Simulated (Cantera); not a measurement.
Mixture: CH₄ : C₂H₆ : O₂ : N₂ = 1 : 0.2 : 6.28 : 23.6 (molar parts), equivalence ratio 0.43, at 1.00 bar, adiabatic and at constant volume. Ignition delay is the time to a rise of 400 K.

Computed with Cantera and GRI-Mech 3.0 (53 species, 325 reactions).

Predict: delay at 1275 K; delay at 1375 K; delay at 1475 K; delay at 1575 K; delay at 1675 K; delay at 1775 K; delay at 1875 K; apparent activation energy between 1675 and 1875 K.


| Quantity | Result |
|---|---|
| delay at 1275 K | 1.01 ms |
| delay at 1375 K | 0.369 ms |
| delay at 1475 K | 0.163 ms |
| delay at 1575 K | 81.4 µs |
| delay at 1675 K | 45.2 µs |
| delay at 1775 K | 27.4 µs |
| delay at 1875 K | 18.1 µs |
| apparent activation energy between 1675 and 1875 K | 120 kJ/mol |
